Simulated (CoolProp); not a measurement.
Cyclopropane along the isotherm 278 K: Z from the reference equation and from simpler models built on Tc = 398.7 K, pc = 56.05 bar, ω = 0.131; each cubic takes its own stable root.

Values from CoolProp's reference Helmholtz-energy equation of state, Polt 1992. This equation is an older, rougher fit; its heat capacities, sound speeds and derivatives of the liquid may be far off and weren't checked against measurements.

```csv
p (bar),phase,reference
0.443,gas,0.9910
0.84,gas,0.9828
1.59,gas,0.9670
3.02,gas,0.9352
5.72,liquid,0.01604
10.8,liquid,0.03024
20.6,liquid,0.05752
```

Task: How far does each simpler model (van der Waals, Redlich-Kwong, Soave-Redlich-Kwong, Peng-Robinson) lie from the reference over these 7 states: mean and median of the absolute difference, and the worst?

Result: 
- van der Waals: mean 1202.9 %, median 2.8 %, worst +5663.1 % at 278 K and 5.72 bar
- Redlich-Kwong: mean 4.5 %, median 1.3 %, worst +9.9 % at 278 K and 5.72 bar
- Soave-Redlich-Kwong: mean 3.8 %, median 1.1 %, worst +8.2 % at 278 K and 5.72 bar
- Peng-Robinson: mean 2.1 %, median 0.8 %, worst -4.5 % at 278 K and 20.6 bar

At some of these states van der Waals gives the other phase, because its saturation line lies elsewhere.
